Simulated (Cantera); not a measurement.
Standard-state values (1 bar) from the NASA 1993 polynomials, evaluated with Cantera. Values are per mole of reaction as written; species without (g) are pure solids or liquids, kept so even where they would boil at 1 bar.

Pb + O(g) = PbO(g)

```csv
T (K),ΔH° (kJ),ΔS° (J/K),ΔG° (kJ),log10 K,condensed phases
300,?,?,?,?,Pb(s)
1873,?,?,?,?,Pb(l)
1898,-204.8,-19.7,-167.5,4.61,Pb(l)
1923,-205.1,-19.8,-167.0,4.54,Pb(l)
1948,-205.4,-20.0,-166.5,4.47,Pb(l)
1973,-205.7,-20.1,-166.0,4.40,Pb(l)
1998,-206.0,-20.3,-165.5,4.33,Pb(l)
2023,?,?,?,?,Pb(l)
2048,-206.6,-20.5,-164.5,4.20,Pb(l)
2073,?,?,?,?,Pb(l)
```

Problem. Some entries are withheld; supply them.

Solution. 
- 300, ΔH° (kJ): -178.9
- 300, ΔS° (J/K): 14.1
- 300, ΔG° (kJ): -183.1
- 300, log10 K: 31.89
- 1873, ΔH° (kJ): -204.5
- 1873, ΔS° (J/K): -19.5
- 1873, ΔG° (kJ): -168.0
- 1873, log10 K: 4.69
- 2023, ΔH° (kJ): -206.3
- 2023, ΔS° (J/K): -20.4
- 2023, ΔG° (kJ): -165.0
- 2023, log10 K: 4.26
- 2073, ΔH° (kJ): -206.9
- 2073, ΔS° (J/K): -20.7
- 2073, ΔG° (kJ): -164.0
- 2073, log10 K: 4.13
